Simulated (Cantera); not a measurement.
A closed system holds: 1 mol PbO, 7.7 mol CO, 0.13 mol N₂, held at 1075 K and 13.3 mbar.

Cantera equilibrium calculation (NASA polynomials, part measured and part estimated; ideal gas, pure solids and liquids). Candidate condensed phases: C, Pb, PbO, PbO₂, Pb₃O₄; 27 gas species. Rates play no part.

Base state: CO 0.851, CO₂ 0.127, N₂ 0.0165, Pb 0.00570 (mole fractions); condensed: Pb(l).

Task: What changes in the equilibrium state with this change: pressure from 13.3 mbar to 97.0 Pa?

Result: 
| species | before | after |
|---|---|---|
| CO | 0.851 | 0.789 |
| CO₂ | 0.127 | 0.118 |
| Pb | 0.00570 | 0.0783 |
| N₂ | 0.0165 | 0.0153 |
| Pb(l), mol | 0.955 | 0.335 |
